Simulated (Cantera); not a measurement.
**Reactions in the system C-Mg-O**

Standard-state values (1 bar) from the NASA 1993 polynomials, evaluated with Cantera. Values are per mole of reaction as written; species without (g) are pure solids or liquids, kept so even where they would boil at 1 bar.

Mg(g) + 2 CO₂(g) ⇌ CO(g) + MgCO₃

```tsv
T (K)	ΔH° (kJ)	ΔS° (J/K)	ΔG° (kJ)	log10 K
473	-579.7	-306.0	-435.0	48.04
523	-578.7	-304.0	-419.7	41.92
573	-577.6	-302.0	-404.6	36.88
623	-576.4	-300.0	-389.5	32.66
673	-575.2	-298.0	-374.6	29.07
723	-573.8	-296.1	-359.7	25.99
773	-572.3	-294.1	-345.0	23.31
823	-570.8	-292.2	-330.3	20.97
873	-569.2	-290.3	-315.8	18.89
923	-567.5	-288.5	-301.3	17.05
```

Mg + 3 CO(g) ⇌ 2 C + MgCO₃

```json
[
 {"T (K)": "473", "ΔH° (kJ)": "-780.8", "ΔS° (J/K)": "-550.4", "ΔG° (kJ)": "-520.4", "log10 K": "57.47"},
 {"T (K)": "523", "ΔH° (kJ)": "-780.2", "ΔS° (J/K)": "-549.2", "ΔG° (kJ)": "-492.9", "log10 K": "49.23"},
 {"T (K)": "573", "ΔH° (kJ)": "-779.2", "ΔS° (J/K)": "-547.5", "ΔG° (kJ)": "-465.5", "log10 K": "42.44"},
 {"T (K)": "623", "ΔH° (kJ)": "-778.1", "ΔS° (J/K)": "-545.6", "ΔG° (kJ)": "-438.2", "log10 K": "36.74"},
 {"T (K)": "673", "ΔH° (kJ)": "-776.7", "ΔS° (J/K)": "-543.5", "ΔG° (kJ)": "-411.0", "log10 K": "31.90"},
 {"T (K)": "723", "ΔH° (kJ)": "-775.2", "ΔS° (J/K)": "-541.3", "ΔG° (kJ)": "-383.8", "log10 K": "27.73"},
 {"T (K)": "773", "ΔH° (kJ)": "-773.6", "ΔS° (J/K)": "-539.1", "ΔG° (kJ)": "-356.8", "log10 K": "24.11"},
 {"T (K)": "823", "ΔH° (kJ)": "-771.8", "ΔS° (J/K)": "-536.9", "ΔG° (kJ)": "-329.9", "log10 K": "20.94"},
 {"T (K)": "873", "ΔH° (kJ)": "-769.9", "ΔS° (J/K)": "-534.6", "ΔG° (kJ)": "-303.1", "log10 K": "18.14"},
 {"T (K)": "923", "ΔH° (kJ)": "-767.9", "ΔS° (J/K)": "-532.5", "ΔG° (kJ)": "-276.5", "log10 K": "15.65"}
]
```

2 C + MgCO₃ ⇌ Mg(g) + 3 CO(g)

| T (K) | ΔH° (kJ) | ΔS° (J/K) | ΔG° (kJ) | log10 K |
|---|---|---|---|---|
| 473 | 927.0 | 664.2 | 612.8 | -67.67 |
| 523 | 926.0 | 662.3 | 579.7 | -57.89 |
| 573 | 924.8 | 660.0 | 546.6 | -49.83 |
| 623 | 923.2 | 657.4 | 513.7 | -43.07 |
| 673 | 921.5 | 654.7 | 480.9 | -37.32 |
| 723 | 919.6 | 652.0 | 448.2 | -32.38 |
| 773 | 917.4 | 649.1 | 415.7 | -28.09 |
| 823 | 915.2 | 646.3 | 383.3 | -24.33 |
| 873 | 912.8 | 643.4 | 351.0 | -21.00 |
| 923 | 910.2 | 640.6 | 318.9 | -18.05 |
